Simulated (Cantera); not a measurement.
Feed: 1 mol CuO, 6.9 mol CO, 4.6 mol N₂, held at 850 °C and 4.40 mbar.

Method: chemical equilibrium by Gibbs-energy minimisation in Cantera with the NASA 1993 tables (ideal gas, pure condensed phases). Candidate condensed phases: C, Cu, CuO, Cu₂O; 27 gas species. Equilibrium is a limit: real reactors are often held back by kinetics, nucleation or transport.

Base state: CO 0.513, N₂ 0.400, CO₂ 0.0870 (mole fractions); condensed: Cu(s).

Task: What changes in the equilibrium state with this change: temperature from 850 °C to 2075 °C?

Result: 
```csv
species,before,after
CO,0.513,0.477
N₂,0.400,0.366
Cu,2.85e-7,0.0796
CO₂,0.0870,0.0725
O,<1e-9,0.00353
O₂,<1e-9,0.00129
"Cu(s), mol",1.000,0
```

Task: What changes in the equilibrium state with this change: temperature from 850 °C to 2025 °C?

Result: 
```
species      before     after
----------  -------  --------
CO            0.513     0.475
N₂            0.400     0.367
Cu          2.85e-7    0.0797
CO₂          0.0870    0.0755
O             <1e-9   0.00204
O₂            <1e-9  0.000760
NO            <1e-9  0.000641
CuO           <1e-9   1.21e-5
Cu(s), mol    1.000         0
```
